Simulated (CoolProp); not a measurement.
Saturation properties of R236EA (Tc = 139.3 °C, pc = 34.14 bar, ω = 0.368).

The numbers come from the reference Helmholtz-energy equation of state, Rui 2013 in CoolProp.

```csv
T (°C),p (bar),vapour Z,surface tension (mN/m),vapour viscosity (µPa s),liquid conductivity (mW/(m K))
-16.65,0.3611,0.9790,17.8,9.36,96.0
1.85,0.8469,0.9612,15.1,10.0,88.4
20.45,1.752,0.9353,12.6,10.7,81.4
38.95,3.265,0.9003,10.2,11.3,74.8
57.55,5.637,0.8543,7.85,12.0,68.5
76.05,9.108,0.7959,5.66,12.8,62.5
94.55,13.99,0.7218,3.63,13.9,56.8
113.15,20.69,0.6236,1.81,15.7,51.1
```

It boils at 6.2 °C under 1 atm.

Viscosity comes from a separate model (Huber 2003), an estimate that may be off by 10 % or more. Thermal conductivity comes from a separate model (Huber 2003), an estimate that may be off by 10 % or more. Surface tension comes from a separate correlation (Mulero 2012).
